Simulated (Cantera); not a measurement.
Predominance diagram of V at 825 K against the partial pressures of O2 and N2 (log10, bar). Standard-state values (1 bar) from the NASA 1993 polynomials, evaluated with Cantera. Candidates: V(s), VN(s), VO(s), V2O3(s), V2O4(s), V2O5(s). Only these pure phases compete in this equilibrium. VN, VO: taken at fixed stoichiometry. Not in the tables: V3O5 to V6O13, V2N.

```
log p(N2) \ log p(O2)
        columns: -31, -29.6, -28.2, -26.8, -25.4, -24, -22.7, -21.3, -19.9, -18.5, -17.1, -15.7, -14.3, -12.9, -11.5, -10.1, -8.7, -7.3, -6, -4.6, -3.2, -1.8, -0.4, 1
      0  A B B B B B B B B B C C C C C C C C D D D D D D
   -2.2  B B B B B B B B B B C C C C C C C C D D D D D D
   -4.4  B B B B B B B B B B C C C C C C C C D D D D D D
   -6.6  B B B B B B B B B B C C C C C C C C D D D D D D
   -8.8  B B B B B B B B B B C C C C C C C C D D D D D D
    -11  B B B B B B B B B B C C C C C C C C D D D D D D
  -13.2  B B B B B B B B B B C C C C C C C C D D D D D D
  -15.4  B B B B B B B B B B C C C C C C C C D D D D D D
  -17.6  B B B B B B B B B B C C C C C C C C D D D D D D
  -19.8  B B B B B B B B B B C C C C C C C C D D D D D D
    -22  B B B B B B B B B B C C C C C C C C D D D D D D
```

A: VN(s); B: V2O3(s); C: V2O4(s); D: V2O5(s).
